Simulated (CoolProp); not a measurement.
c-C4F8 (RC318) at several states: fugacity coefficient from the reference equation and from simpler models built on Tc = 115.2 °C, pc = 2778 kPa, ω = 0.355; each cubic takes its own stable root.

Values from CoolProp's reference Helmholtz-energy equation of state, Platzer 1990. This equation is an older, rougher fit; its heat capacities, sound speeds and derivatives of the liquid may be far off and weren't checked against measurements.

```csv
T (°C),p (kPa),phase,reference,Soave-Redlich-Kwong,Peng-Robinson
210.75,7720,supercritical,?,?,?
181.65,194,gas,0.9870,0.9869,0.9847
204.35,28.2,gas,0.9984,0.9984,0.9981
67.75,64.7,gas,0.9881,0.9877,0.9867
159.15,11700,supercritical,?,?,0.3994
```

**Question.** Complete the blanks.

**Answer.** 
- 210.75, reference: 0.6664
- 210.75, Soave-Redlich-Kwong: 0.6900
- 210.75, Peng-Robinson: 0.6484
- 159.15, reference: 0.4107
- 159.15, Soave-Redlich-Kwong: 0.4356
